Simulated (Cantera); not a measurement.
A closed system holds: 1 mol Si2Cl6, 0.87 mol N2, at 800 K and 10000 Pa.

Method: chemical equilibrium by Gibbs-energy minimisation in Cantera with the NASA 1993 tables (ideal gas, pure condensed phases). Candidate condensed phases: Si, Si3N4; 13 gas species. The feed counts by its element totals alone. N2 is the only nitrogen source here; it is nearly inert below about 1500 K, so the nitride shown seldom forms there in practice. The numbers say what is thermodynamically allowed, not how fast it happens.

Base state: SiCl4 0.736, N2 0.264 (mole fractions); condensed: Si3N4(s).

Task: What changes in the equilibrium state with this change: Si2Cl6 replaced by trisilylamine?

Result: 
```csv
species,before,after
H2,0,1.00
SiCl4,0.736,0
N2,0.264,<1e-9
"Si3N4(s), mol",0.167,0.685
"Si(s), mol",0,0.945
```
